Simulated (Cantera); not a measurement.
A Cantera script and its output.

```python
import numpy as np
import cantera as ct

gas = ct.Solution("gri30.yaml")


def delay(T, t_max=10):
    gas.TPX = T, 1500000, {'CH4': 1, 'CO': 0.046, 'O2': 1.26, 'N2': 4.75, 'H2O': 0.18}
    reactor = ct.IdealGasReactor(gas, clone=False)
    net = ct.ReactorNet([reactor])
    net.rtol, net.atol = 1e-8, 1e-16
    while net.time < t_max:
        t_old, T_old = net.time, reactor.T
        net.step()
        if reactor.T > T + 400:  # ignition: a rise of 400 K
            return t_old + (T + 400 - T_old) / (reactor.T - T_old) * (net.time - t_old)
    return np.nan


taus = []
for T in [1300, 1400, 1500, 1600, 1700, 1800, 1900]:
    taus.append(delay(T))
    print(f"T0 = {T:6g} K   tau = {taus[-1]:.4e} s")
```

It prints:

```
T0 =   1300 K   tau = 1.2357e-03 s
T0 =   1400 K   tau = 4.2734e-04 s
T0 =   1500 K   tau = 1.5947e-04 s
T0 =   1600 K   tau = 6.3241e-05 s
T0 =   1700 K   tau = 2.6724e-05 s
T0 =   1800 K   tau = 1.2192e-05 s
T0 =   1900 K   tau = 6.0676e-06 s
```

Cantera simulation using GRI-Mech 3.0 (53 species, 325 reactions); the numbers are that mechanism's predictions, not measurements. The pressure lies above the range GRI-Mech 3.0 was tuned for (to about 10 atm).
